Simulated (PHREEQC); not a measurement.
Make-up at 25 °C: 2.6 mmol/kgw CuSO4 and 62 mmol/kgw HCl. Closed to the air; pH follows from the charge balance.

The numbers come from PHREEQC with the ion-association model, phreeqc.dat.

Q: The ionic strength comes out as 0.0681 mol/kgw. What activity coefficients do Cu+2, HSO4-, H+, Cl-, SO4-2 get?

A: Cu+2 0.44, HSO4- 0.80, H+ 0.84, Cl- 0.79, SO4-2 0.42.

No solid was allowed to form. Species that the database lacks are ignored.
